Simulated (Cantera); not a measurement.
Mixture: CO : H2 : O2 : N2 = 1 : 0.1 : 0.5 : 1.88 (molar parts), equivalence ratio 1.1, at 10.0 bar, adiabatic and at constant volume. Ignition delay is the time to a rise of 400 K.

Computed with Cantera and GRI-Mech 3.0 (53 species, 325 reactions). The hydrogen kinetics of GRI-Mech 3.0 are dated; newer H2 mechanisms differ, most at raised pressure. Where the delays flatten at high temperature, the 400 K rule measures the pace of heat release, not the induction time.

Problem. What does this change do: CO 1 to 1.9 parts?

Solution. 
| quantity | before | after |
|---|---|---|
| delay at 1025 K | 1.53 ms | 1.19 ms |
| delay at 1175 K | 60.2 µs | 57.7 µs |
| delay at 1325 K | 9.10 µs | 10.2 µs |
| delay at 1475 K | 4.28 µs | 4.76 µs |
| delay at 1625 K | 2.89 µs | 3.15 µs |

Problem. What does this change do: CO 1 to 0.36 parts?

Solution. 
| quantity | before | after |
|---|---|---|
| delay at 1025 K | 1.53 ms | 3.03 ms |
| delay at 1175 K | 60.2 µs | 85.9 µs |
| delay at 1325 K | 9.10 µs | 9.07 µs |
| delay at 1475 K | 4.28 µs | 4.34 µs |
| delay at 1625 K | 2.89 µs | 3.08 µs |
